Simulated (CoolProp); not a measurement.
R21 along the isotherm 199.85 °C: density (kg/m³) from the reference equation and from simpler models built on Tc = 179.6 °C, pc = 52.89 bar, ω = 0.206; each cubic takes its own stable root.

Model: reference Helmholtz-energy equation of state, Platzer 1990, in CoolProp. This equation is an older, rougher fit.

```tsv
p (bar)	phase	reference
1.76	gas	4.651
3.53	gas	9.422
5.29	gas	14.26
7.05	gas	19.21
8.81	gas	24.27
10.6	gas	29.53
12.3	gas	34.64
14.1	gas	40.19
15.9	gas	45.89
17.6	gas	51.42
19.4	gas	57.43
21.2	gas	63.63
22.9	gas	69.65
24.7	gas	76.24
26.4	gas	82.67
```

**Question.** How far does each simpler model (ideal gas, van der Waals, Soave-Redlich-Kwong, Peng-Robinson) lie from the reference over these 15 states: mean and median of the absolute difference, and the worst?

**Answer.** 
- ideal gas: mean 8.4 %, median 8.2 %, worst -16.4 % at 199.85 °C and 26.4 bar
- van der Waals: mean 0.7 %, median 0.7 %, worst -1.5 % at 199.85 °C and 26.4 bar
- Soave-Redlich-Kwong: mean 0.1 %, median 0.1 %, worst -0.2 % at 199.85 °C and 26.4 bar
- Peng-Robinson: mean 1.1 %, median 1.1 %, worst +1.9 % at 199.85 °C and 26.4 bar
